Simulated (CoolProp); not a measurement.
Model: reference Helmholtz-energy equation of state, Tillner-Roth 1997, in CoolProp.

Task: For CH2F2 (R32), give the phase and the density (kg/m³), speed of sound (m/s) at 315.2 K and 0.289 MPa.

Result: 
- 315.2 K and 0.289 MPa: gas; density 5.91, speed of sound 245
